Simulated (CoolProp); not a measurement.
Vapour-liquid equilibrium of ethane (1) + propylene (2) at 0.535 MPa; x and y are mole fractions of (1).

Values from CoolProp's multi-fluid Helmholtz-energy mixture model, Bücker 2006 and Lemmon 2013; pair parameters Bell 2016.

```tsv
x	bubble temperature (K)	y at the bubble point	dew temperature at overall composition x (K)	liquid density (mol/L)
0.05	265.6	0.163	268.9	13.30
0.15	257.5	0.407	266.0	13.71
0.25	250.7	0.575	262.9	14.08
0.35	245.1	0.693	259.5	14.43
0.45	240.2	?	255.9	14.76
0.55	236.1	0.843	251.8	15.07
0.65	?	0.892	247.2	15.38
0.75	229.2	0.931	241.9	?
0.85	?	0.963	235.6	15.96
0.95	223.6	0.989	?	16.25
```

Question: Fill in the missing entries.

Answer: 
- 0.45, y at the bubble point: 0.778
- 0.65, bubble temperature (K): 232.4
- 0.75, liquid density (mol/L): 15.67
- 0.85, bubble temperature (K): 226.2
- 0.95, dew temperature at overall composition x (K): 227.5

No azeotrope shows between x = 0.05 and 0.95.

The pair parameters rest on a limited set of measurements; away from them the model extrapolates.
